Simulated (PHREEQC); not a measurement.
Make-up at 20 °C: 25 mmol/kgw ZnCl2. It is in equilibrium with CO2 at log p = 0 (atm). Otherwise closed; pH follows from the charge balance.

Equilibrium calculation in PHREEQC: ion-association model, wateq4f.dat.

This is a speciation only: nothing precipitates in the calculation.

Problem. Order these Zn species by the share of Zn that they hold, largest first: ZnCl+, Zn+2, ZnCl2, ZnHCO3+.

Solution. Zn+2 (95 %), ZnCl+ (4.4 %), ZnHCO3+ (0.54 %), ZnCl2 (0.13 %)

The pH is 3.70 and the ionic strength 0.0727 mol/kgw.
